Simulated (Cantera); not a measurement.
A closed system holds: 1 mol PbO, a varied amount of C, 0.044 mol CO, held at 2000 K and 0.120 bar.

Method: chemical equilibrium by Gibbs-energy minimisation in Cantera with the NASA 1993 tables (ideal gas, pure condensed phases). Candidate condensed phases: C, Pb, PbO, PbO2, Pb3O4; 15 gas species. Gases not in the tables: (PbO)n polymers. Kinetics and transport are ignored.

Which condensed phases are stable at each of these points (n(C) (mol)): 0.92, 1.2, 1.6, 2, 2.7, 3.5, 4.5, 5.9?


| n(C) (mol) | condensed phases | Pb condensed (%) |
|---|---|---|
| 0.92 | gas only | 0.0 |
| 1.2 | C(graphite) | 0.0 |
| 1.6 | C(graphite) | 0.0 |
| 2 | C(graphite) | 0.0 |
| 2.7 | C(graphite) | 0.0 |
| 3.5 | C(graphite) | 0.0 |
| 4.5 | C(graphite) | 0.0 |
| 5.9 | C(graphite) | 0.0 |

At 0.92 mol C nothing is condensed. From 1.2 mol C to 5.9 mol C the condensed part is C(graphite).
